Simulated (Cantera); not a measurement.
An isothermal, constant-pressure homogeneous reactor starts with C2H6 : N2 = 1 : 33 (molar parts), at 1975 K and 0.133 bar.

Model: GRI-Mech 3.0 (53 species, 325 reactions), integrated in Cantera. GRI-Mech 3.0 stops at C3 and has no aromatics, soot or wall deposition, so with more carbon than oxygen in the feed, carbon stays in small species such as C2H2 where larger ones or solid carbon would form.

Question: Predict: x(H2) at 100 s; x(CH2) at 100 s; x(H) at 100 s; x(CH4) at 100 s; x(C2H4) at 100 s; x(C2H2) at 100 s.

Answer: 
| Quantity | Value |
|---|---|
| x(H2) at 100 s | 0.0551 (gas-phase equilibrium 0.0551) |
| x(CH2) at 100 s | 1.64e-8 (gas-phase equilibrium 1.41e-8) |
| x(H) at 100 s | 0.000886 (gas-phase equilibrium 0.000886) |
| x(CH4) at 100 s | 2.52e-6 (gas-phase equilibrium 2.17e-6) |
| x(C2H4) at 100 s | 1.55e-6 (gas-phase equilibrium 2.85e-7) |
| x(C2H2) at 100 s | 0.0273 (gas-phase equilibrium 0.00503) |
